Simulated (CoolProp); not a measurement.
Vapour-liquid equilibrium of R227EA (1) + isobutene (2) at 59.55 °C; x and y are mole fractions of (1).

The numbers come from the multi-fluid Helmholtz-energy mixture model, Lemmon 2016 and Lemmon 2005; pair parameters Bell 2016 in CoolProp.

Problem. Give the bubble pressure and the first vapour's composition at x = 0.35, 0.5, 0.8. Is there an azeotrope?

Solution. x = 0.35: 1147 kPa, y = 0.467; x = 0.5: 1205 kPa, y = 0.564; x = 0.8: 1229 kPa, y = 0.785. y crosses x between x = 0.65 and 0.8: the model has an azeotrope there.

The pair parameters rest on a limited set of measurements; away from them the model extrapolates.
